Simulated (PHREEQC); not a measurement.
**City or well water (model solution)**

Model water analysis in mg/L, 30 °C, pH 6.37, pe 9.9: Na 120; K 62; Ca 43; Mg 18; Cl 102; S(6) as SO4 140; Alkalinity as HCO3 311; Br 1.88.

Valence states are taken as typed.

The numbers come from PHREEQC with the ion-association model, phreeqc.dat.

- ionic strength = 0.0131 mol/kgw
- specific conductance = 1210 µS/cm
- charge-balance error = -2.4 %

```tsv
species	molality	activity	log γ
Na+	0.00519	0.00463	-0.050
HCO3-	0.00502	0.00449	-0.049
CO2	0.00406	0.00408	0.001
Cl-	0.00288	0.00256	-0.052
K+	0.00158	0.00140	-0.052
SO4-2	0.00125	0.000794	-0.198
Ca+2	0.000944	0.000602	-0.196
Mg+2	0.000631	0.000405	-0.192
```

Precipitation was switched off in this run.
